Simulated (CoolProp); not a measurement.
Saturated liquid density (kg/m³) of R227EA: the reference equation beside estimates from Tc = 101.8 °C, pc = 2925 kPa, ω = 0.358. Rackett uses Z = 0.29056 − 0.08775 ω.

Model: reference Helmholtz-energy equation of state, Lemmon 2016, in CoolProp.

```tsv
T (°C)	reference	Rackett	Peng-Robinson
4.15	…	1544	1520
13.25	…	1505	1479
22.25	1399	1465	1434
31.35	1360	…	1385
40.35	1319	1377	1331
49.35	1275	1329	1272
58.45	1225	1276	1205
67.45	…	1217	1129
76.55	1106	1149	1039
85.55	1027	1067	931.9
94.55	915.2	952.6	787.7
```

Some entries are withheld; supply them.


- 4.15, reference: 1471
- 13.25, reference: 1436
- 31.35, Rackett: 1422
- 67.45, reference: 1171

Absolute difference from the reference over all 11 rows, mean and median: Rackett 4.3 and 4.2 %, Peng-Robinson 4.2 and 3.0 %.
